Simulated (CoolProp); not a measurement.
Computed with CoolProp (reference Helmholtz-energy equation of state, Lemmon 2006). It is a short technical equation, of lower accuracy than the large ones.

Question: For C2F6 (R116), give the phase and the density (kg/m³), isothermal compressibility (1/MPa), conductivity (mW/(m K)) at 425 K and 2.24 MPa; 425 K and 4.82 MPa.

Answer: 
- 425 K and 2.24 MPa: gas; density 92.9, isothermal compressibility 0.472, conductivity 25.4
- 425 K and 4.82 MPa: supercritical; density 213, isothermal compressibility 0.229, conductivity 26.9

Thermal conductivity comes from a separate model (Huber 2003), an estimate that may be off by 10 % or more.
